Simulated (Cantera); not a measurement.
Cantera run, input and output.

```python
import numpy as np
import cantera as ct

gas = ct.Solution("gri30.yaml")
gas.TPX = 1600, 15000, {'CH4': 1, 'CO2': 0.39, 'H2': 1.1}
reactor = ct.IdealGasConstPressureReactor(gas, energy="off", clone=False)
net = ct.ReactorNet([reactor])
net.rtol, net.atol = 1e-08, 1e-18
show = ['CH4', 'CO2', 'H2', 'OH', 'H2O2']
times = np.geomspace(2e-06, 20, 11)

steps = ct.SolutionArray(gas, extra=["t"])
rows = []
print(f"{'t/s':>10s}{'T/K':>9s}{'P/Pa':>11s}" + "".join(f"{s:>11s}" for s in show))
for t in times:
    while net.time < t:
        t_next = net.step()
        steps.append(gas.state, t=t_next)
    rows.append([np.interp(t, steps.t, y) for y in (steps.T, steps.P, *steps(*show).X.T)])
    print(f"{t:10.3e}{rows[-1][0]:9.1f}{rows[-1][1]:11.4g}" + "".join(f"{x:11.3e}" for x in rows[-1][2:]))
rate = np.gradient(steps.T, steps.t)
print("integrator steps:", len(steps.t))
if steps.T.max() > steps.T[0] + 200:
    print(f"time of steepest temperature rise: {steps.t[rate.argmax()]:.4e} s")
gas.TPX = 1600, 15000, {'CH4': 1, 'CO2': 0.39, 'H2': 1.1}
gas.equilibrate("TP")
print(f"equilibrium (TP): T = {gas.T:.1f} K  " + "  ".join(f"{s} {gas[s].X[0]:.3e}" for s in show))
```

It prints:

```
       t/s      T/K       P/Pa        CH4        CO2         H2         OH       H2O2
 2.000e-06   1600.0    1.5e+04  4.016e-01  1.566e-01  4.418e-01  3.273e-10  5.777e-21
 1.002e-05   1600.0    1.5e+04  4.016e-01  1.566e-01  4.418e-01  7.245e-10  2.652e-19
 5.024e-05   1600.0    1.5e+04  4.016e-01  1.566e-01  4.418e-01  2.638e-09  7.179e-18
 2.518e-04   1600.0    1.5e+04  4.015e-01  1.566e-01  4.418e-01  1.204e-08  8.552e-17
 1.262e-03   1600.0    1.5e+04  4.007e-01  1.564e-01  4.419e-01  4.676e-08  3.568e-16
 6.325e-03   1600.0    1.5e+04  3.942e-01  1.542e-01  4.443e-01  8.974e-08  8.668e-16
 3.170e-02   1600.0    1.5e+04  3.565e-01  1.403e-01  4.624e-01  1.313e-07  1.661e-15
 1.589e-01   1600.0    1.5e+04  2.346e-01  8.670e-02  5.159e-01  3.015e-07  7.539e-15
 7.962e-01   1600.0    1.5e+04  7.333e-02  1.103e-02  5.848e-01  6.137e-07  2.950e-14
 3.991e+00   1600.0    1.5e+04  2.171e-02  5.147e-03  6.483e-01  4.817e-07  1.812e-14
 2.000e+01   1600.0    1.5e+04  1.176e-02  1.654e-03  6.967e-01  1.216e-07  1.155e-15
integrator steps: 1130
equilibrium (TP): T = 1600.0 K  CH4 7.623e-03  CO2 2.875e-08  H2 7.141e-01  OH 1.991e-12  H2O2 3.098e-25
```

Computed with Cantera and GRI-Mech 3.0 (53 species, 325 reactions). GRI-Mech 3.0 stops at C3 and has no aromatics, soot or wall deposition, so with more carbon than oxygen in the feed, carbon stays in small species such as C2H2 where larger ones or solid carbon would form.
